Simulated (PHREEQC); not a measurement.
Copper plating or etch bath: speciation

Make-up at 20 °C: 22 mmol/kgw CuSO4 and 67 mmol/kgw H2SO4. Closed to the air; pH follows from the charge balance.

Model: ion-association model, phreeqc.dat, run in PHREEQC.

The pH comes out as 1.21 and the ionic strength comes out as 0.143 mol/kgw. The specific conductance comes out as 24700 µS/cm and the density is 1.006 g/cm³. The total alkalinity comes out as -134 meq/kg.

```csv
species,molality,activity,log γ
H+,0.0769,0.0624,-0.090
HSO4-,0.0571,0.0436,-0.117
SO4-2,0.0240,0.00799,-0.478
Cu+2,0.0141,0.00515,-0.439
CuSO4,0.00785,0.00811,0.014
CuOH+,1.10e-9,8.22e-10,-0.128
```

No solid was allowed to form. Complexes and solids missing from the database can't appear.
